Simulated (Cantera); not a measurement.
Input: 1 mol SiCl4, 0.13 mol C3H8, 95 mol H2, at 0.100 bar.

Equilibrium computed with Cantera from the NASA thermochemical tables; the gas is ideal and each condensed phase is pure. Candidate condensed phases: C, C6H6, C7H8, C8H18, Si, SiC; 109 gas species. Mutual solubility and eutectic melting of coexisting phases are not modelled. Gases not in the tables: Si2H6 and higher silanes. The numbers say what is thermodynamically allowed, not how fast it happens.

Question: Which condensed phases are stable at each of these points (T (K)): 1075, 1125, 1175, 1225, 1275, 1325, 1375, 1425, 1475, 1525, 1575, 1625, 1675?

Answer: 
| T (K) | condensed phases | Si condensed (%) |
|---|---|---|
| 1075 | SiC(s) | 38.9 |
| 1125 | Si(s) + SiC(s) | 40.6 |
| 1175 | Si(s) + SiC(s) | 50.5 |
| 1225 | Si(s) + SiC(s) | 57.6 |
| 1275 | Si(s) + SiC(s) | 61.7 |
| 1325 | Si(s) + SiC(s) | 63.4 |
| 1375 | Si(s) + SiC(s) | 63.8 |
| 1425 | Si(s) + SiC(s) | 63.5 |
| 1475 | Si(s) + SiC(s) | 63.0 |
| 1525 | Si(s) + SiC(s) | 62.3 |
| 1575 | Si(s) + SiC(s) | 61.6 |
| 1625 | Si(s) + SiC(s) | 60.8 |
| 1675 | Si(s) + SiC(s) | 60.0 |

At 1075 K the condensed part is SiC(s). From 1125 K to 1675 K the condensed part is Si(s) + SiC(s).
